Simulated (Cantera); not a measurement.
## Thermodynamics of silicon nitride deposition, feed trisilylamine + N₂

A closed system holds: 1 mol trisilylamine, a varied amount of N₂, at 1950 K and 0.450 bar.

Method: chemical equilibrium by Gibbs-energy minimisation in Cantera with the NASA 1993 tables (ideal gas, pure condensed phases). Candidate condensed phases: Si, Si₃N₄; 18 gas species. The feed counts by its element totals alone. Mutual solubility and eutectic melting of coexisting phases are not modelled. Gases not in the tables: Si₂H₆ and higher silanes. Rates play no part.

At 0.51 mol N₂ the condensed part is Si(l). From 0.65 mol N₂ to 2.2 mol N₂ the condensed part is Si(l) + Si₃N₄(s). From 2.8 mol N₂ to 3.6 mol N₂ the condensed part is Si₃N₄(s). The main Si-bearing gas is SiH₂ throughout.

```csv
n(N₂) (mol),x H₂,x N₂,x H,x SiH₂,x Si,x SiH,x Si₂N,x SiN,n Si(l),n Si₃N₄(s)
0.51,0.815,0.183,0.00154,6.46e-5,5.29e-5,2.45e-5,6.16e-6,4.47e-6,3.00,0
0.65,0.812,0.186,0.00154,6.44e-5,5.29e-5,2.45e-5,6.21e-6,4.51e-6,2.82,0.0594
0.84,0.812,0.186,0.00154,6.44e-5,5.29e-5,2.45e-5,6.21e-6,4.51e-6,2.54,0.154
1.1,0.812,0.186,0.00154,6.44e-5,5.29e-5,2.45e-5,6.21e-6,4.51e-6,2.15,0.284
1.4,0.812,0.186,0.00154,6.44e-5,5.29e-5,2.45e-5,6.21e-6,4.51e-6,1.70,0.434
1.7,0.812,0.186,0.00154,6.44e-5,5.29e-5,2.45e-5,6.21e-6,4.51e-6,1.25,0.584
2.2,0.812,0.186,0.00154,6.44e-5,5.29e-5,2.45e-5,6.21e-6,4.51e-6,0.496,0.834
2.8,0.774,0.224,0.00150,5.43e-5,4.68e-5,2.11e-5,5.32e-6,4.37e-6,0,1.000
3.6,0.681,0.318,0.00141,3.78e-5,3.70e-5,1.57e-5,3.98e-6,4.12e-6,0,1.000
```
x: gas mole fraction; n: condensed amount in mol.
